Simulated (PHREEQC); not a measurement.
NaOH is added in steps, without added water, to 1 kg of water holding 0.016 mol/kgw ZnSO4, 7.9e-05 mol/kgw H3BO3 and 0.02 mol/kgw NiCl2, at 25 °C. Oxygen is held at 0.21 atm. The system is closed to CO2. Solids allowed: Zn(OH)2-a, Zn4(OH)6SO4, Zn5(OH)8Cl2, Ni(OH)2, Ni4(OH)6SO4, Halite, Mirabilite, Goslarite, Morenosite. Others were left out.

Base run: PHREEQC, ion-association model, wateq4f.dat. Each further column changes one thing. The table gives H2BO3- (mol/kgw).

| NaOH added (mol) | base | H3BO3 from 7.9e-05 to 0.00079 mol/kgw | 0.0006 mol/kgw KCl added | no solid may form |
|---|---|---|---|---|
| 0 | 2.21e-8 | 2.16e-7 | 2.21e-8 | 2.21e-8 |
| 0.0076 | 2.22e-7 | 2.22e-6 | 2.22e-7 | 1.29e-5 |
| 0.0152 | 2.53e-7 | 2.53e-6 | 2.53e-7 | (withheld) |
| 0.0266 | 3.03e-7 | 3.03e-6 | 3.03e-7 | 3.56e-5 |
| 0.0342 | 3.44e-7 | 3.44e-6 | 3.44e-7 | 4.78e-5 |
| 0.0418 | 4.06e-7 | 4.06e-6 | 4.06e-7 | 5.71e-5 |
| 0.0494 | 5.11e-7 | 5.11e-6 | 5.11e-7 | (withheld) |
| 0.0608 | 1.05e-6 | 1.05e-5 | 1.05e-6 | 6.90e-5 |
| 0.0684 | 7.44e-5 | 0.000743 | 7.45e-5 | 7.23e-5 |
| 0.076 | 7.87e-5 | 0.000786 | 7.87e-5 | (withheld) |

**Question.** Fill in the missing entries.

**Answer.** 
- 0.0152, no solid may form: 2.11e-5
- 0.0494, no solid may form: 6.29e-5
- 0.076, no solid may form: 7.53e-5

The database's Ni(OH)2 is the aged solid; a fresh precipitate is more soluble. In at least one series the solution becomes supersaturated in solids that the run did not let form, among them Zn(OH)2-a, Zn4(OH)6SO4, Zn5(OH)8Cl2, Ni(OH)2, Ni4(OH)6SO4.
